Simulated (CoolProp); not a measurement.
c-C4F8 (RC318) along the isobar 3.61 MPa: fugacity coefficient from the reference equation and from simpler models built on Tc = 388.4 K, pc = 2.778 MPa, ω = 0.355; each cubic takes its own stable root.

The numbers come from the reference Helmholtz-energy equation of state, Platzer 1990 in CoolProp. This equation is an older, rougher fit; its heat capacities, sound speeds and derivatives of the liquid may be far off and weren't checked against measurements.

```csv
T (K),phase,reference,Soave-Redlich-Kwong,Peng-Robinson
284.4,liquid,0.06114,0.06190,0.05995
293.3,liquid,0.08126,0.08235,0.07952
302.3,liquid,0.1058,0.1073,0.1034
311.2,liquid,0.1344,0.1366,0.1313
320.2,liquid,0.1679,0.1708,0.1640
329.2,liquid,0.2058,0.2096,0.2011
338.1,liquid,0.2477,0.2525,0.2421
347.1,liquid,0.2942,0.2999,0.2875
356,liquid,0.3437,0.3504,0.3358
365,liquid,0.3969,0.4042,0.3874
374,liquid,0.4523,0.4597,0.4408
382.9,liquid,0.5081,0.5150,0.4940
391.9,supercritical,0.5640,0.5691,0.5461
400.8,supercritical,0.6149,0.6173,0.5924
409.8,supercritical,0.6545,0.6557,0.6294
```
